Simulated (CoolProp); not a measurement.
Dry air along the isotherm 91.9 K: Z from the reference equation and from simpler models built on Tc = 132.5 K, pc = 3786 kPa, ω = 0.034; each cubic takes its own stable root.

The numbers come from the reference Helmholtz-energy equation of state, Lemmon 2000 in CoolProp. It is a pseudo-pure fit of the blend.

```tsv
p (kPa)	phase	reference
5.99	gas	0.9984
9.03	gas	0.9976
13.6	gas	0.9964
20.6	gas	0.9946
31	gas	0.9918
46.8	gas	0.9876
70.6	gas	0.9811
106	gas	0.9714
161	gas	0.9559
551	liquid	0.02568
832	liquid	0.03873
1250	liquid	0.05809
1890	liquid	0.08758
```

Q: How far does each simpler model (van der Waals, Peng-Robinson) lie from the reference over these 13 states: mean and median of the absolute difference, and the worst?

A: 
- van der Waals: mean 267.8 %, median 0.6 %, worst +3352.1 % at 91.9 K and 551 kPa
- Peng-Robinson: mean 4.0 %, median 0.0 %, worst -13.1 % at 91.9 K and 1890 kPa

At some of these states van der Waals gives the other phase, because its saturation line lies elsewhere.
